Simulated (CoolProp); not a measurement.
Vapour-liquid equilibrium of cis-2-butene (1) + acetone (2) at 125.15 °C; x and y are mole fractions of (1).

Values from CoolProp's multi-fluid Helmholtz-energy mixture model, Lemmon 2005 and Lemmon 2006; pair parameters Bell 2016.

```tsv
x	bubble pressure, mixture model (MPa)	bubble pressure, Raoult's law (MPa)	y, mixture model	y, Raoult's law
0.05	0.8268	0.7592	0.189	0.150
0.15	1.097	0.9187	0.414	0.371
0.25	1.328	1.078	0.542	0.527
0.35	1.522	1.238	0.625	0.643
0.45	1.685	1.397	0.686	0.732
0.55	1.824	1.556	0.737	0.804
0.65	1.947	1.716	0.785	0.861
0.75	2.059	1.875	0.835	0.909
0.85	2.159	2.035	0.891	0.950
0.95	2.243	2.194	0.959	0.985
```

The largest gap from Raoult's law is +23.2 % in bubble pressure, at x = 0.25. No azeotrope shows between x = 0.05 and 0.95.

The pair parameters rest on a limited set of measurements; away from them the model extrapolates.
